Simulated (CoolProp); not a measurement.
A single-stage vapour-compression cycle with C3F8 (R218): evaporating at 234.15 K (dew point), condensing at 297.15 K (bubble point), superheat 2 K, subcooling 0 K, compressor efficiency 0.6, no pressure losses. Each further row changes one setting.

Computed with CoolProp (reference Helmholtz-energy equation of state, Lemmon 2006). It is a short technical equation, of lower accuracy than the large ones.

```json
[
 {"case": "as stated", "cooling COP": "1.14", "pressure ratio": "9.22", "discharge temperature (K)": "297.1", "refrigerating effect (kJ/kg)": "40.8", "volumetric capacity (kJ/m³)": "376"},
 {"case": "evaporating temperature 239.15 K", "cooling COP": "1.36", "pressure ratio": "7.36", "discharge temperature (K)": "297.1", "refrigerating effect (kJ/kg)": "(withheld)", "volumetric capacity (kJ/m³)": "501"},
 {"case": "condensing temperature 292.15 K", "cooling COP": "1.38", "pressure ratio": "8.03", "discharge temperature (K)": "292.9", "refrigerating effect (kJ/kg)": "46.6", "volumetric capacity (kJ/m³)": "429"},
 {"case": "subcooling 5 K", "cooling COP": "(withheld)", "pressure ratio": "9.22", "discharge temperature (K)": "297.1", "refrigerating effect (kJ/kg)": "46.6", "volumetric capacity (kJ/m³)": "(withheld)"},
 {"case": "superheat 12 K", "cooling COP": "1.25", "pressure ratio": "9.22", "discharge temperature (K)": "(withheld)", "refrigerating effect (kJ/kg)": "48.1", "volumetric capacity (kJ/m³)": "(withheld)"},
 {"case": "compressor efficiency 0.5", "cooling COP": "(withheld)", "pressure ratio": "9.22", "discharge temperature (K)": "304.7", "refrigerating effect (kJ/kg)": "40.8", "volumetric capacity (kJ/m³)": "376"}
]
```

Task: Some entries are withheld; supply them.

Result: 
- evaporating temperature 239.15 K, refrigerating effect (kJ/kg): 43.9
- subcooling 5 K, cooling COP: 1.30
- subcooling 5 K, volumetric capacity (kJ/m³): 430
- superheat 12 K, discharge temperature (K): 307.7
- superheat 12 K, volumetric capacity (kJ/m³): 421
- compressor efficiency 0.5, cooling COP: 0.951

The compression ends wet for: as stated; evaporating temperature 239.15 K; subcooling 5 K.
